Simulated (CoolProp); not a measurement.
Saturated liquid density (kg/m³) of R1224YDZ: the reference equation beside estimates from Tc = 428.7 K, pc = 33.34 bar, ω = 0.325.

Model: reference Helmholtz-energy equation of state, Akasaka 2023, in CoolProp.

| T (K) | reference | Redlich-Kwong | Peng-Robinson |
|---|---|---|---|
| 210 | 1581 | 1360 | 1572 |
| 222.2 | 1552 | 1336 | 1550 |
| 234.5 | 1523 | 1311 | 1527 |
| 246.7 | 1493 | 1284 | 1503 |
| 258.9 | 1463 | 1256 | 1476 |
| 271.2 | 1431 | 1226 | 1447 |
| 283.4 | 1400 | 1195 | 1416 |
| 295.6 | 1367 | 1162 | 1383 |
| 307.9 | 1333 | 1127 | 1346 |
| 320.1 | 1297 | 1089 | 1306 |
| 332.4 | 1259 | 1049 | 1262 |
| 344.6 | 1219 | 1006 | 1214 |
| 356.8 | 1176 | 958.8 | 1160 |

Absolute difference from the reference over all 13 rows, mean and median: Redlich-Kwong 15.2 and 14.6 %, Peng-Robinson 0.7 and 0.7 %.
